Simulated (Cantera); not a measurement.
Feed: 1 mol SiCl4, 160 mol H2, held at 100 Torr.

Equilibrium computed with Cantera from the NASA thermochemical tables; the gas is ideal and each condensed phase is pure. Candidate condensed phases: Si; 19 gas species. Gases not in the tables: Si2H6 and higher silanes. Equilibrium is a limit: real reactors are often held back by kinetics, nucleation or transport.

### Question
Which condensed phases are stable at each of these points (T (°C)): 627, 702, 777, 852, 927, 1002, 1077, 1152, 1227, 1302, 1377, 1452?

### Answer
```
T (°C)  condensed phases  Si condensed (%)
------  ----------------  ----------------
627                Si(s)               0.0
702                Si(s)              14.0
777                Si(s)              33.3
852                Si(s)              53.6
927                Si(s)              68.0
1002               Si(s)              74.1
1077               Si(s)              75.5
1152               Si(s)              75.3
1227               Si(s)              74.5
1302               Si(s)              73.6
1377               Si(s)              72.6
1452               Si(l)              73.0
```

From 627 °C to 1377 °C the condensed part is Si(s). At 1452 °C the condensed part is Si(l).
